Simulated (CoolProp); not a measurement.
c-C4F8 (RC318) along the isobar 13700 kPa: density (kg/m³) from the reference equation and from simpler models built on Tc = 388.4 K, pc = 2778 kPa, ω = 0.355; each cubic takes its own stable root.

Values from CoolProp's reference Helmholtz-energy equation of state, Platzer 1990. This equation is an older, rougher fit; its heat capacities, sound speeds and derivatives of the liquid may be far off and weren't checked against measurements.

```json
[
 {"T (K)": "317.9", "phase": "liquid", "reference": "1510"},
 {"T (K)": "331.9", "phase": "liquid", "reference": "1465"},
 {"T (K)": "345.9", "phase": "liquid", "reference": "1418"},
 {"T (K)": "359.9", "phase": "liquid", "reference": "1370"},
 {"T (K)": "373.9", "phase": "liquid", "reference": "1320"},
 {"T (K)": "387.9", "phase": "liquid", "reference": "1268"},
 {"T (K)": "401.9", "phase": "supercritical", "reference": "1215"},
 {"T (K)": "415.9", "phase": "supercritical", "reference": "1161"},
 {"T (K)": "429.9", "phase": "supercritical", "reference": "1105"},
 {"T (K)": "443.9", "phase": "supercritical", "reference": "1048"},
 {"T (K)": "457.9", "phase": "supercritical", "reference": "991.8"}
]
```

Q: How far does each simpler model (van der Waals, Redlich-Kwong, Soave-Redlich-Kwong, Peng-Robinson) lie from the reference over these 11 states: mean and median of the absolute difference, and the worst?

A: 
- van der Waals: mean 24.1 %, median 25.1 %, worst -31.0 % at 317.9 K and 13700 kPa
- Redlich-Kwong: mean 3.7 %, median 4.2 %, worst -6.0 % at 317.9 K and 13700 kPa
- Soave-Redlich-Kwong: mean 4.4 %, median 4.2 %, worst -5.9 % at 457.9 K and 13700 kPa
- Peng-Robinson: mean 6.2 %, median 6.7 %, worst +8.7 % at 317.9 K and 13700 kPa
